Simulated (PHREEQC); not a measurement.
PHREEQC input (Pitzer model, pitzer.dat):

```
SOLUTION 1
  temp 25
  units mol/kgw
  pH 7 charge
  S(6) 7e-05
  Ca 7e-05
  Cl 0.59
  K 0.59
  Br 0.456
  Mg 0.018
  Na 0.42
END
USE solution 1
INCREMENTAL_REACTIONS false
REACTION 1
  H2O -1
  0 9.886 18.011 24.689 30.178 34.689 38.397 41.444
  43.949 46.007 47.699 49.089 moles
EQUILIBRIUM_PHASES 1
  Arcanite 0 0
  Bischofite 0 0
  Bloedite 0 0
  Brucite 0 0
  Carnallite 0 0
  Epsomite 0 0
  Glaserite 0 0
  Glauberite 0 0
  Gypsum 0 0
  Anhydrite 0 0
  Halite 0 0
  Hexahydrite 0 0
  Kainite 0 0
  Kieserite 0 0
  Leonite 0 0
  Mirabilite 0 0
  Misenite 0 0
  Polyhalite 0 0
  Portlandite 0 0
  Schoenite 0 0
  Sylvite 0 0
  Syngenite 0 0
  Thenardite 0 0
  MgCl2_4H2O 0 0
SELECTED_OUTPUT 1
  -reset false
  -pH true
  -pe true
  -ionic_strength true
  -water true
  -activities H2O
  -totals Br Ca Cl K Mg Na S
  -molalities H+ Na+ K+ Mg+2 Ca+2 Cl- SO4-2 Br- OH- HSO4-
    MgOH+
  -equilibrium_phases Arcanite Bischofite Bloedite Brucite Carnallite Epsomite Glaserite Glauberite Gypsum Anhydrite
    Halite Hexahydrite Kainite Kieserite Leonite Mirabilite Misenite Polyhalite Portlandite Schoenite
    Sylvite Syngenite Thenardite MgCl2_4H2O
PRINT
  -reset false
END
```

Selected output (columns that matter, 12 of 12 rows; water left (kg) added in front):

```
water left (kg)	pH	mu	Br	Ca	Cl	K	Mg	Na	S	m_H+	m_Na+	m_K+	la_H2O	Sylvite
1	6.8109	1.0643	0.456	7e-05	0.59	0.59	0.018	0.42	7e-05	1.6917e-07	0.42	0.59	-0.014926	0
0.821894	6.7727	1.2949	0.55482	8.5169e-05	0.71785	0.71785	0.021901	0.51101	8.5169e-05	1.7364e-07	0.51101	0.71785	-0.018286	0
0.675514	6.7242	1.5755	0.67504	0.00010362	0.87341	0.87341	0.026646	0.62175	0.00010362	1.7945e-07	0.62175	0.87341	-0.022464	0
0.555203	6.6616	1.9169	0.82132	0.00012608	1.0627	1.0627	0.032421	0.75648	0.00012608	1.8755e-07	0.75648	1.0627	-0.027688	0
0.456313	6.5805	2.3323	0.99931	0.0001534	1.293	1.293	0.039447	0.92042	0.0001534	1.9951e-07	0.92042	1.293	-0.034269	0
0.375043	6.4751	2.8378	1.2159	0.00018665	1.5732	1.5732	0.047994	1.1199	0.00018665	2.1773e-07	1.1199	1.5732	-0.042624	0
0.30824	6.3391	3.4528	1.4794	0.0002271	1.9141	1.9141	0.058396	1.3626	0.0002271	2.4596e-07	1.3626	1.9141	-0.05333	0
0.253345	6.1662	4.2009	1.7999	0.0002763	2.3288	2.3288	0.071049	1.6578	0.0002763	2.8994e-07	1.6578	2.3288	-0.067172	0
0.208215	5.9506	5.1114	2.19	0.00033619	2.8336	2.8336	0.086449	2.0171	0.00033619	3.5905e-07	2.0171	2.8336	-0.085248	0
0.171138	5.6872	6.2188	2.6645	0.00040903	3.4475	3.4475	0.10518	2.4542	0.00040903	4.695e-07	2.4542	3.4475	-0.10905	0
0.140655	5.3954	7.3813	3.242	0.00049767	4.0094	4.0094	0.12797	2.986	0.00049767	6.3838e-07	2.986	4.0094	-0.13665	0.026062
0.115613	5.1614	7.9413	3.9442	0.00060547	3.8389	3.8389	0.15569	3.6328	0.00060547	8.281e-07	3.6328	3.8389	-0.15399	0.14617
```
